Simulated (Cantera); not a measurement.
A closed system holds: 1 mol TiO₂, 20 mol HCl, 12 mol O₂, held at 1323.15 K and 0.133 bar.

Cantera equilibrium calculation (NASA polynomials, part measured and part estimated; ideal gas, pure solids and liquids). Candidate condensed phases: H₂O, Ti, TiCl₂, TiCl₃, TiCl₄, TiO, TiO₂, Ti₂O₃, Ti₃O₅, Ti₄O₇; 23 gas species. Kinetics and transport are ignored.

Base state: HCl 0.518, O₂ 0.354, H₂O 0.0613, Cl₂ 0.0564, Cl 0.00988, ClO 6.80e-5, HOCl 2.99e-5, OH 2.02e-5 (mole fractions); condensed: TiO₂(rutile).

Question: What changes in the equilibrium state with this change: pressure from 0.133 bar to 0.840 bar?

Answer: 
| species | before | after |
|---|---|---|
| HCl | 0.518 | 0.477 |
| O₂ | 0.354 | 0.347 |
| H₂O | 0.0613 | 0.0866 |
| Cl₂ | 0.0564 | 0.0841 |
| HOCl | 2.99e-5 | 6.85e-5 |
| Cl | 0.00988 | 0.00481 |
| OH | 2.02e-5 | 1.51e-5 |
| TiO₂(rutile), mol | 1.000 | 1.000 |
Gases not in the tables: TiO(OH)₂.
